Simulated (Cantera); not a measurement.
A closed system holds: 1 mol SiH2Cl2, 2.4 mol N2O, 29 mol H2O, at 1623.15 K.

These are equilibrium values from Cantera (NASA tables, ideal gas, pure condensed phases), not measurements of a reactor. Candidate condensed phases: H2O, NH4Cl, Si, SiO2, Si2N2O, Si3N4; 47 gas species. The tables hold silica as quartz up to 1696 K and as liquid above; real silica turns to tridymite and cristobalite and melts near 1996 K. Gases not in the tables: Si(OH)4. Kinetics and transport are ignored.

x: gas mole fraction; n: condensed amount in mol.

```json
[
 {"P (Pa)": "5", "x H2O": "0.845", "x N2": "0.0708", "x HCl": "0.0549", "x H2": "0.0107", "x O2": "0.00944", "x Cl": "…", "n SiO2(β-quartz)": "1.000"},
 {"P (Pa)": "15", "x H2O": "0.852", "x N2": "0.0710", "x HCl": "0.0562", "x H2": "0.00678", "x O2": "0.00793", "x Cl": "…", "n SiO2(β-quartz)": "1.000"},
 {"P (Pa)": "45", "x H2O": "0.856", "x N2": "0.0711", "x HCl": "0.0571", "x H2": "0.00420", "x O2": "0.00697", "x Cl": "…", "n SiO2(β-quartz)": "1.000"},
 {"P (Pa)": "140", "x H2O": "0.859", "x N2": "0.0712", "x HCl": "0.0577", "x H2": "0.00249", "x O2": "0.00638", "x Cl": "…", "n SiO2(β-quartz)": "1.000"},
 {"P (Pa)": "410", "x H2O": "0.861", "x N2": "0.0713", "x HCl": "0.0582", "x H2": "0.00150", "x O2": "0.00607", "x Cl": "…", "n SiO2(β-quartz)": "1.000"},
 {"P (Pa)": "1200", "x H2O": "0.862", "x N2": "0.0713", "x HCl": "0.0585", "x H2": "0.000888", "x O2": "0.00590", "x Cl": "…", "n SiO2(β-quartz)": "1.00"},
 {"P (Pa)": "3700", "x H2O": "0.862", "x N2": "0.0713", "x HCl": "0.0587", "x H2": "0.000510", "x O2": "0.00582", "x Cl": "…", "n SiO2(β-quartz)": "1.00"},
 {"P (Pa)": "11000", "x H2O": "0.863", "x N2": "0.0713", "x HCl": "0.0589", "x H2": "0.000297", "x O2": "0.00579", "x Cl": "…", "n SiO2(β-quartz)": "1.00"},
 {"P (Pa)": "33000", "x H2O": "0.863", "x N2": "0.0714", "x HCl": "0.0591", "x H2": "0.000171", "x O2": "0.00579", "x Cl": "…", "n SiO2(β-quartz)": "1.00"},
 {"P (Pa)": "100000", "x H2O": "0.863", "x N2": "0.0714", "x HCl": "0.0592", "x H2": "9.83e-5", "x O2": "0.00580", "x Cl": "…", "n SiO2(β-quartz)": "1.00"}
]
```

### Question
Complete the blanks.

### Answer

- 5, x Cl: 0.00410
- 15, x Cl: 0.00304
- 45, x Cl: 0.00226
- 140, x Cl: 0.00168
- 410, x Cl: 0.00128
- 1200, x Cl: 0.000977
- 3700, x Cl: 0.000738
- 11000, x Cl: 0.000563
- 33000, x Cl: 0.000428
- 100000, x Cl: 0.000325
